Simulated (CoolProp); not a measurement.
Ethylbenzene along the isotherm 620 K: fugacity coefficient from the reference equation and from simpler models built on Tc = 617.1 K, pc = 3.622 MPa, ω = 0.304; each cubic takes its own stable root.

The numbers come from the reference Helmholtz-energy equation of state, Zhou 2012 in CoolProp.

```
p (MPa)          phase  reference  van der Waals  Redlich-Kwong  Peng-Robinson
-------  -------------  ---------  -------------  -------------  -------------
0.0573             gas     0.9944         0.9954         0.9947         0.9941
0.13               gas     0.9874         0.9895         0.9880         0.9866
0.297              gas     0.9712         0.9760         0.9726         0.9696
0.675              gas     0.9351         0.9455         0.9381         0.9316
1.54               gas     0.8543         0.8761         0.8604         0.8473
3.5                gas     0.6706         0.7119         0.6840         0.6622
7.96     supercritical     0.3643         0.4241         0.3889         0.3686
18.1     supercritical     0.2326         0.3193         0.2624         0.2383
```
